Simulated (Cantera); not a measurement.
A freely propagating, adiabatic, planar premixed flame of H₂ : O₂ : N₂ = 1 : 0.192 : 0.56 (molar parts), equivalence ratio 2.6, unburnt at 375 K and 278 Torr; mixture-averaged transport, grid criteria slope 0.08 and curve 0.16, no radiation.

Computed with Cantera and the H2/O2 subset of GRI-Mech 3.0, which has no nitrogen chemistry. Burning velocities carry a grid error of a few per cent, more on coarse grids.

Question: Predict: laminar burning velocity; thermal thickness; peak x(HO₂); peak x(O); peak x(OH).

Answer: 
- laminar burning velocity = 408 cm/s
- thermal thickness = 1.42 mm
- peak x(HO₂) = 0.000218
- peak x(O) = 0.00248
- peak x(OH) = 0.00202
